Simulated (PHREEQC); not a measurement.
Synthetic water in mmol/kgw, 20 °C, pH 3.14, pe 11.3:

```tsv
constituent	mmol/kgw
Na	0.85
K	0.0131
Ca	0.41
Mg	1.77
Cl	0.931
S(6)	3.08
Mn(2)	0.00282
Fe(3)	0.0869
Zn	0.00304
F	0.142
```

Na is adjusted to close the charge balance.
Valence states are taken as typed.

All values are PHREEQC results (ion-association model, phreeqc.dat), not measurements.

```json
[
 {"quantity": "ionic strength (mol/kgw)", "before": "0.0105", "after": "0.0104"},
 {"quantity": "SO4-2 (mol/kgw)", "before": "0.00253", "after": "0.00247"},
 {"quantity": "Mg+2 (mol/kgw)", "before": "0.00144", "after": "0.00144"},
 {"quantity": "Ca+2 (mol/kgw)", "before": "0.000344", "after": "0.000345"},
 {"quantity": "HSO4- (mol/kgw)", "before": "0.000118", "after": "0.000115"},
 {"quantity": "F- (mol/kgw)", "before": "2.69e-5", "after": "9.17e-6"},
 {"quantity": "SI of Jarosite-K (KFe3(SO4)2(OH)6)", "before": "-1.29", "after": "+1.16"},
 {"quantity": "SI of Fe(OH)3(a) (Fe(OH)3)", "before": "-1.63", "after": "-0.80"}
]
```

Problem. Which change was made?
A. Fe(3) from 0.0869 to 0.261 mmol/kgw
B. Mn(2) from 0.00282 to 0.00141 mmol/kgw
C. all concentrations times 3 at the same typed pH

Solution. A, Fe(3) from 0.0869 to 0.261 mmol/kgw

This is a speciation only: nothing precipitates in the calculation. Some of these states are supersaturated (in Hematite (slow to form), Goethite (slow to form), Jarosite-K, for instance). Fluoro complexes past AlF4- and FeF3 are missing from the database.
